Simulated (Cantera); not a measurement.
Cantera run, input and output.

```python
import numpy as np
import cantera as ct

gas = ct.Solution("SiF4_NH3_mec.yaml", "gas")
gas.TPX = 1775, 101325, {'NH3': 1, 'N2': 0.17}
reactor = ct.IdealGasConstPressureReactor(gas, energy="off", clone=False)
net = ct.ReactorNet([reactor])
net.rtol, net.atol = 1e-08, 1e-18
show = ['NH3', 'N2H2', 'N', 'H', 'H2', 'N2H4']
times = np.geomspace(3e-06, 100, 13)

steps = ct.SolutionArray(gas, extra=["t"])
rows = []
print(f"{'t/s':>10s}{'T/K':>9s}{'P/Pa':>11s}" + "".join(f"{s:>11s}" for s in show))
for t in times:
    while net.time < t:
        t_next = net.step()
        steps.append(gas.state, t=t_next)
    rows.append([np.interp(t, steps.t, y) for y in (steps.T, steps.P, *steps(*show).X.T)])
    print(f"{t:10.3e}{rows[-1][0]:9.1f}{rows[-1][1]:11.4g}" + "".join(f"{x:11.3e}" for x in rows[-1][2:]))
rate = np.gradient(steps.T, steps.t)
print("integrator steps:", len(steps.t))
if steps.T.max() > steps.T[0] + 200:
    print(f"time of steepest temperature rise: {steps.t[rate.argmax()]:.4e} s")
gas.TPX = 1775, 101325, {'NH3': 1, 'N2': 0.17}
gas.equilibrate("TP")
print(f"equilibrium (TP): T = {gas.T:.1f} K  " + "  ".join(f"{s} {gas[s].X[0]:.3e}" for s in show))
```

Result:

```
       t/s      T/K       P/Pa        NH3       N2H2          N          H         H2       N2H4
 3.000e-06   1775.0  1.013e+05  8.547e-01  3.301e-11  1.738e-15  4.724e-08  1.677e-06  3.167e-11
 1.271e-05   1775.0  1.013e+05  8.547e-01  1.630e-09  2.230e-13  4.732e-08  7.262e-06  7.335e-10
 5.382e-05   1775.0  1.013e+05  8.546e-01  4.654e-08  2.262e-11  4.944e-08  3.140e-05  1.381e-08
 2.280e-04   1775.0  1.013e+05  8.543e-01  8.169e-07  3.221e-10  9.068e-08  1.721e-04  1.939e-07
 9.655e-04   1775.0  1.013e+05  8.527e-01  2.062e-06  1.565e-09  3.305e-07  1.389e-03  4.617e-07
 4.089e-03   1775.0  1.013e+05  8.457e-01  2.037e-06  5.721e-09  1.205e-06  7.035e-03  4.483e-07
 1.732e-02   1775.0  1.013e+05  8.172e-01  1.905e-06  2.014e-08  4.704e-06  3.014e-02  4.030e-07
 7.336e-02   1775.0  1.013e+05  7.118e-01  1.476e-06  4.594e-08  1.780e-05  1.154e-01  3.094e-07
 3.107e-01   1775.0  1.013e+05  4.381e-01  6.650e-07  6.192e-08  5.902e-05  3.368e-01  1.526e-07
 1.316e+00   1775.0  1.013e+05  1.237e-01  9.886e-08  5.219e-08  1.433e-04  5.910e-01  2.328e-08
 5.574e+00   1775.0  1.013e+05  1.704e-02  3.650e-09  1.763e-08  2.191e-04  6.773e-01  7.865e-10
 2.361e+01   1775.0  1.013e+05  2.797e-03  1.158e-10  3.557e-09  2.383e-04  6.888e-01  2.424e-11
 1.000e+02   1775.0  1.013e+05  5.922e-04  5.391e-12  7.681e-10  2.404e-04  6.906e-01  1.100e-12
integrator steps: 1866
equilibrium (TP): T = 1775.0 K  NH3 9.866e-06  N2H2 1.311e-13  N 1.281e-11  H 2.406e-04  H2 6.910e-01  N2H4 3.070e-16
```

Computed with Cantera and the gas-phase N/H chemistry of the illustrative SiF4/NH3 mechanism in the Surface Chemkin manual (1991). Walls and surfaces, which speed up NH3 decomposition in real reactors, are not modelled.
